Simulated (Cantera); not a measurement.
**Pyrogenic steam for wet oxidation**

An isothermal, constant-pressure homogeneous reactor starts with H₂ : O₂ : N₂ = 1.1 : 1 : 8.6 (molar parts), equivalence ratio 0.55, at 875 K and 0.350 bar.

Model: GRI-Mech 3.0 (53 species, 325 reactions), integrated in Cantera. Below about 950 K walls govern HO2 and H2O2 in real vessels. The temperature is held fixed by assumption; the heat of reaction is taken as removed at once.

| t (s) | x H₂ | x O₂ | x H₂O₂ | x NO₂ | x N₂O | x HO₂ | x OH |
|---|---|---|---|---|---|---|---|
| 2.00e-6 | 0.103 | 0.0935 | <1e-12 | <1e-12 | <1e-12 | <1e-12 | <1e-12 |
| 1.12e-5 | 0.103 | 0.0935 | <1e-12 | <1e-12 | <1e-12 | <1e-12 | <1e-12 |
| 6.32e-5 | 0.103 | 0.0935 | <1e-12 | <1e-12 | <1e-12 | 4.18e-12 | <1e-12 |
| 0.000356 | 0.103 | 0.0935 | <1e-12 | <1e-12 | <1e-12 | 5.16e-11 | <1e-12 |
| 0.00200 | 0.103 | 0.0935 | 5.51e-12 | <1e-12 | <1e-12 | 1.93e-9 | 6.55e-12 |
| 0.0112 | 0.103 | 0.0934 | 6.55e-7 | <1e-12 | 2.12e-12 | 1.95e-5 | 3.37e-7 |
| 0.0632 | 0.0328 | 0.0600 | 2.95e-5 | 2.46e-8 | 2.71e-9 | 7.05e-6 | 4.44e-9 |
| 0.356 | 0.0324 | 0.0598 | 7.36e-5 | 2.20e-8 | 2.75e-9 | 1.05e-5 | 1.28e-8 |
| 2.00 | 0.0257 | 0.0565 | 0.000178 | 1.93e-8 | 3.42e-9 | 1.44e-5 | 3.99e-8 |
x: mole fraction; the columns are a selection and need not sum to one.

Equilibrium at this temperature and pressure: H₂ 1.09e-12, O₂ 0.0443, H₂O₂ 6.13e-12, NO₂ 1.23e-7, N₂O 1.83e-10, HO₂ 2.37e-11, OH 6.50e-9 (gas phase only).
